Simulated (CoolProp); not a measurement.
Vapour-liquid equilibrium of m-xylene (1) + o-xylene (2) at 0.368 MPa; x and y are mole fractions of (1).

Model: multi-fluid Helmholtz-energy mixture model, Zhou 2012 and Zhou 2012; pair parameters Bell 2016, in CoolProp.

| x | bubble temperature, mixture model (K) | bubble temperature, Raoult's law (K) | y, mixture model | y, Raoult's law |
|---|---|---|---|---|
| 0.05 | 473.6 | 473.6 | 0.055 | 0.056 |
| 0.125 | 473.2 | 473.1 | 0.137 | 0.139 |
| 0.2 | 472.7 | 472.6 | 0.217 | 0.220 |
| 0.275 | 472.2 | 472.2 | 0.297 | 0.300 |
| 0.35 | 471.7 | 471.7 | 0.376 | 0.378 |
| 0.425 | 471.3 | 471.2 | 0.453 | 0.455 |
| 0.5 | 470.8 | 470.8 | 0.528 | 0.530 |
| 0.575 | 470.3 | 470.3 | 0.602 | 0.605 |
| 0.65 | 469.8 | 469.8 | 0.675 | 0.677 |
| 0.725 | 469.4 | 469.4 | 0.746 | 0.749 |
| 0.8 | 468.9 | 469.0 | 0.817 | 0.819 |
| 0.875 | 468.5 | 468.5 | 0.886 | 0.888 |
| 0.95 | 468.1 | 468.1 | 0.955 | 0.956 |

The largest gap from Raoult's law is +0.1 K in bubble temperature, at x = 0.2. No azeotrope shows between x = 0.05 and 0.95.

Pair parameters are fitted to limited data, so mixtures are less certain than the pure fluids.
